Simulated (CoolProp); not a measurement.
Saturation properties of sulfur dioxide (Tc = 430.6 K, pc = 7887 kPa, ω = 0.256).

Model: reference Helmholtz-energy equation of state, Gao 2016, in CoolProp.

```json
[
 {"T (K)": "252.6", "p (kPa)": "61.83", "liquid density (kg/m³)": "1489", "vapour density (kg/m³)": "1.924", "enthalpy of vaporisation (kJ/kg)": "398.7", "liquid cp (kJ/(kg K))": "1.358", "surface tension (mN/m)": "30.6"},
 {"T (K)": "258.9", "p (kPa)": "83.55", "liquid density (kg/m³)": "1473", "vapour density (kg/m³)": "2.548", "enthalpy of vaporisation (kJ/kg)": "393.3", "liquid cp (kJ/(kg K))": "1.360", "surface tension (mN/m)": "29.3"},
 {"T (K)": "265.2", "p (kPa)": "111.0", "liquid density (kg/m³)": "1456", "vapour density (kg/m³)": "3.324", "enthalpy of vaporisation (kJ/kg)": "387.7", "liquid cp (kJ/(kg K))": "1.362", "surface tension (mN/m)": "28.1"},
 {"T (K)": "271.5", "p (kPa)": "145.3", "liquid density (kg/m³)": "1440", "vapour density (kg/m³)": "4.274", "enthalpy of vaporisation (kJ/kg)": "382.0", "liquid cp (kJ/(kg K))": "1.365", "surface tension (mN/m)": "26.9"},
 {"T (K)": "277.8", "p (kPa)": "187.4", "liquid density (kg/m³)": "1423", "vapour density (kg/m³)": "5.427", "enthalpy of vaporisation (kJ/kg)": "376.2", "liquid cp (kJ/(kg K))": "1.370", "surface tension (mN/m)": "25.6"},
 {"T (K)": "284.1", "p (kPa)": "238.6", "liquid density (kg/m³)": "1406", "vapour density (kg/m³)": "6.809", "enthalpy of vaporisation (kJ/kg)": "370.3", "liquid cp (kJ/(kg K))": "1.376", "surface tension (mN/m)": "24.4"},
 {"T (K)": "290.4", "p (kPa)": "300.2", "liquid density (kg/m³)": "1388", "vapour density (kg/m³)": "8.454", "enthalpy of vaporisation (kJ/kg)": "364.2", "liquid cp (kJ/(kg K))": "1.382", "surface tension (mN/m)": "23.2"},
 {"T (K)": "296.7", "p (kPa)": "373.5", "liquid density (kg/m³)": "___", "vapour density (kg/m³)": "10.39", "enthalpy of vaporisation (kJ/kg)": "357.8", "liquid cp (kJ/(kg K))": "1.391", "surface tension (mN/m)": "21.9"},
 {"T (K)": "303", "p (kPa)": "___", "liquid density (kg/m³)": "1353", "vapour density (kg/m³)": "12.67", "enthalpy of vaporisation (kJ/kg)": "351.3", "liquid cp (kJ/(kg K))": "1.400", "surface tension (mN/m)": "20.7"},
 {"T (K)": "309.3", "p (kPa)": "560.8", "liquid density (kg/m³)": "1335", "vapour density (kg/m³)": "15.31", "enthalpy of vaporisation (kJ/kg)": "344.6", "liquid cp (kJ/(kg K))": "1.411", "surface tension (mN/m)": "19.5"},
 {"T (K)": "315.6", "p (kPa)": "677.8", "liquid density (kg/m³)": "1316", "vapour density (kg/m³)": "18.37", "enthalpy of vaporisation (kJ/kg)": "337.6", "liquid cp (kJ/(kg K))": "1.424", "surface tension (mN/m)": "___"},
 {"T (K)": "321.9", "p (kPa)": "___", "liquid density (kg/m³)": "1297", "vapour density (kg/m³)": "21.90", "enthalpy of vaporisation (kJ/kg)": "330.4", "liquid cp (kJ/(kg K))": "1.439", "surface tension (mN/m)": "17.1"},
 {"T (K)": "328.1", "p (kPa)": "963.9", "liquid density (kg/m³)": "1278", "vapour density (kg/m³)": "25.88", "enthalpy of vaporisation (kJ/kg)": "323.0", "liquid cp (kJ/(kg K))": "1.456", "surface tension (mN/m)": "15.9"},
 {"T (K)": "334.4", "p (kPa)": "1138", "liquid density (kg/m³)": "1257", "vapour density (kg/m³)": "30.51", "enthalpy of vaporisation (kJ/kg)": "315.1", "liquid cp (kJ/(kg K))": "1.476", "surface tension (mN/m)": "14.7"}
]
```

Q: What belongs in the gaps?

A: 
- 296.7, liquid density (kg/m³): 1371
- 303, p (kPa): 459.9
- 315.6, surface tension (mN/m): 18.3
- 321.9, p (kPa): 812.5

It boils at 263.1 K under 1 atm.

Surface tension comes from a separate correlation (Mulero 2012).
